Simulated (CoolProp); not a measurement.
Vapour-liquid equilibrium of acetone (1) + toluene (2) at 97.25 °C; x and y are mole fractions of (1).

Values from CoolProp's multi-fluid Helmholtz-energy mixture model, Lemmon 2006 and Lemmon 2006; pair parameters Bell 2016.

| x | bubble pressure (bar) | y at the bubble point | dew pressure at overall composition x (bar) | liquid density (mol/L) |
|---|---|---|---|---|
| 0.05 | 0.9092 | 0.277 | 0.7148 | 8.724 |
| 0.2 | 1.461 | 0.602 | 0.8326 | 9.108 |
| 0.35 | ? | 0.733 | ? | 9.531 |
| 0.5 | 2.268 | ? | 1.232 | 10.000 |
| 0.65 | 2.620 | 0.876 | 1.599 | 10.52 |
| 0.8 | 2.972 | 0.931 | ? | 11.11 |
| 0.95 | 3.339 | 0.983 | 3.104 | 11.77 |

Question: Some entries are withheld; supply them.

Answer: 
- 0.35, bubble pressure (bar): 1.894
- 0.35, dew pressure at overall composition x (bar): 0.9953
- 0.5, y at the bubble point: 0.814
- 0.8, dew pressure at overall composition x (bar): 2.195

No azeotrope shows between x = 0.05 and 0.95.

Pair parameters are fitted to limited data, so mixtures are less certain than the pure fluids.
